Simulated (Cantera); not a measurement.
## Ignition delay

Mixture: CO : H₂ : CH₄ : O₂ : N₂ : CO₂ = 1 : 1.2 : 0.19 : 2.11 : 7.95 : 1.1 (molar parts), equivalence ratio 0.70, at 5100 Torr, adiabatic and at constant pressure. Ignition delay is the time to a rise of 400 K.

Detailed kinetics in Cantera: GRI-Mech 3.0 (53 species, 325 reactions). Below about 1000 K GRI-Mech 3.0 lacks low-temperature oxidation paths. Below about 950 K walls govern HO2 and H2O2 in real vessels.

```
T0 (K)  delay (ms)
------  ----------
900            131
950           31.7
1000          8.23
1050          2.21
1100         0.589
1150         0.162
1200        0.0575
1250        0.0269
1300        0.0155
```

The apparent activation energy between 1200 and 1300 K is 170 kJ/mol.
